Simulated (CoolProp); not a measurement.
Saturation properties of R1234ze(E) (Tc = 382.5 K, pc = 36.35 bar, ω = 0.313).

Computed with CoolProp (reference Helmholtz-energy equation of state, Thol 2016).

```
T (K)  p (bar)  liquid density (kg/m³)  vapour density (kg/m³)  enthalpy of vaporisation (kJ/kg)  liquid cp (kJ/(kg K))  liquid conductivity (mW/(m K))
-----  -------  ----------------------  ----------------------  --------------------------------  ---------------------  ------------------------------
218.6   0.1586                    1387                   1.006                             215.0                  1.236                             104
221.9   0.1941                    1378                   1.215                             213.3                  1.239                             103
225.2   0.2359                    1370                   1.458                             211.5                  1.242                             102
228.4   0.2833                    1362                   1.729                             209.8                  1.246                             100
231.7   0.3399                    1353                   2.050                             208.1                  1.250                            99.0
235     0.4053                    1345                   2.417                             206.3                  1.254                            97.7
238.3   0.4805                    1336                   2.834                             204.5                  1.258                            96.4
241.6   0.5665                    1327                   3.307                             202.7                  1.263                            95.1
244.9   0.6644                    1319                   3.839                             200.9                  1.267                            93.8
248.1   0.7718                    1310                   4.418                             199.1                  1.272                            92.5
251.4   0.8964                    1301                   5.085                             197.2                  1.277                            91.2
254.7    1.037                    1292                   5.829                             195.3                  1.283                            90.0
258      1.193                    1283                   6.656                             193.4                  1.289                            88.7
261.3    1.368                    1274                   7.573                             191.5                  1.295                            87.5
```

It boils at 254.2 K under 1 atm.

Thermal conductivity comes from a separate model (Perkins 2011).
